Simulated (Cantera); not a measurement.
Predominance diagram of Li at 1427 °C against the partial pressures of O₂ and Cl₂ (log10, bar). Cantera with NASA thermochemical tables; ideal gases at 1 bar, condensed phases pure. Candidates: Li(l), LiCl(l), Li₂O(s). Only these pure phases compete in this equilibrium. Not in the tables: the peroxide.

```
log p(Cl₂) \ log p(O₂)
        columns: -16, -15.3, -14.5, -13.8, -13.1, -12.4, -11.6, -10.9, -10.2, -9.5, -8.7, -8, -7.3, -6.5, -5.8, -5.1, -4.4, -3.6, -2.9, -2.2, -1.5, -0.7, 0
      0  A A A A A A A A A A A A A A A A A A A A A A A
   -2.6  A A A A A A A A A A A A A A A A A A A A A A A
   -5.2  A A A A A A A A A A A A A A A A A A A A A A A
   -7.9  A A A A A A A A A A A A A A A A A A A B B B B
  -10.5  A A A A A A A A A A A A B B B B B B B B B B B
  -13.1  A A A A A B B B B B B B B B B B B B B B B B B
  -15.8  B B B B B B B B B B B B B B B B B B B B B B B
  -18.4  B B B B B B B B B B B B B B B B B B B B B B B
    -21  B B B B B B B B B B B B B B B B B B B B B B B
```

A: LiCl(l); B: Li₂O(s).
